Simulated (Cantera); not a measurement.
An adiabatic, constant-volume homogeneous reactor starts with 41.6 % H2, 12.2 % O2, 46.2 % N2, equivalence ratio 1.7, at 1400 K and 3750 Torr.

Detailed kinetics in Cantera: the H2/O2 subset of GRI-Mech 3.0, which has no nitrogen chemistry. The hydrogen kinetics of GRI-Mech 3.0 are dated; newer H2 mechanisms differ, most at raised pressure. Above 3000 K some thermodynamic fits are extrapolated.

**Question.** Predict: time of steepest temperature rise; temperature at 1.00 s; equilibrium temperature; x(H2) at 1.00 s; x(O2) at 1.00 s; x(O) at 1.00 s; x(HO2) at 1.00 s; x(OH) at 1.00 s; x(H2O2) at 1.00 s.

**Answer.** 
```
Item                                                                  Result
---------------------------------  -----------------------------------------
time of steepest temperature rise                                    4.15 µs
temperature at 1.00 s                                                 3122 K
equilibrium temperature                                               3122 K
x(H2) at 1.00 s                          0.186 (gas-phase equilibrium 0.186)
x(O2) at 1.00 s                    0.000829 (gas-phase equilibrium 0.000829)
x(O) at 1.00 s                       0.00155 (gas-phase equilibrium 0.00155)
x(HO2) at 1.00 s                     2.34e-6 (gas-phase equilibrium 2.34e-6)
x(OH) at 1.00 s                        0.0153 (gas-phase equilibrium 0.0153)
x(H2O2) at 1.00 s                    4.77e-7 (gas-phase equilibrium 4.77e-7)
```
